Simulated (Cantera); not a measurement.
# Gas activation for diamond growth

A perfectly stirred reactor is fed with 2.34 % CH₄, 97.6 % H₂, 0.0215 % N₂, at 1500 Pa; it is held at 2550 K, and followed from long to short residence time.

Model: GRI-Mech 3.0 (53 species, 325 reactions), integrated in Cantera. GRI-Mech 3.0 stops at C3 and has no aromatics, soot or wall deposition, so with more carbon than oxygen in the feed, carbon stays in small species such as C2H2 where larger ones or solid carbon would form. Radical loss at walls, strong at low pressure, is not modelled.

```json
[
 {"τ (s)": "7.9", "x CH₄": "2.03e-6", "x H₂": "0.772", "x H": "0.218", "x C₂H₂": "0.00992", "x CH₂": "4.64e-6", "x C₂H₄": "7.41e-8", "x C₂H₆": "<1e-12"},
 {"τ (s)": "3.4", "x CH₄": "3.07e-6", "x H₂": "0.780", "x H": "0.209", "x C₂H₂": "0.00998", "x CH₂": "6.32e-6", "x C₂H₄": "8.13e-8", "x C₂H₆": "<1e-12"},
 {"τ (s)": "1.5", "x CH₄": "5.66e-6", "x H₂": "0.798", "x H": "0.192", "x C₂H₂": "0.0101", "x CH₂": "9.31e-6", "x C₂H₄": "9.91e-8", "x C₂H₆": "1.25e-12"},
 {"τ (s)": "0.65", "x CH₄": "1.43e-5", "x H₂": "0.830", "x H": "0.159", "x C₂H₂": "0.0103", "x CH₂": "1.49e-5", "x C₂H₄": "1.50e-7", "x C₂H₆": "7.07e-12"},
 {"τ (s)": "0.28", "x CH₄": "5.15e-5", "x H₂": "0.875", "x H": "0.114", "x C₂H₂": "0.0106", "x CH₂": "2.46e-5", "x C₂H₄": "3.16e-7", "x C₂H₆": "7.33e-11"},
 {"τ (s)": "0.12", "x CH₄": "0.000191", "x H₂": "0.912", "x H": "0.0768", "x C₂H₂": "0.0107", "x CH₂": "3.80e-5", "x C₂H₄": "8.14e-7", "x C₂H₆": "7.76e-10"},
 {"τ (s)": "0.053", "x CH₄": "0.000538", "x H₂": "0.932", "x H": "0.0561", "x C₂H₂": "0.0105", "x CH₂": "5.34e-5", "x C₂H₄": "2.06e-6", "x C₂H₆": "4.84e-9"},
 {"τ (s)": "0.023", "x CH₄": "0.00128", "x H₂": "0.944", "x H": "0.0436", "x C₂H₂": "0.00996", "x CH₂": "7.25e-5", "x C₂H₄": "5.33e-6", "x C₂H₆": "2.23e-8"},
 {"τ (s)": "0.010", "x CH₄": "0.00272", "x H₂": "0.951", "x H": "0.0351", "x C₂H₂": "0.00893", "x CH₂": "9.39e-5", "x C₂H₄": "1.34e-5", "x C₂H₆": "8.21e-8"},
 {"τ (s)": "0.0044", "x CH₄": "0.00524", "x H₂": "0.956", "x H": "0.0286", "x C₂H₂": "0.00722", "x CH₂": "0.000113", "x C₂H₄": "3.06e-5", "x C₂H₆": "2.49e-7"}
]
```
x: mole fraction; the columns are a selection and need not sum to one.
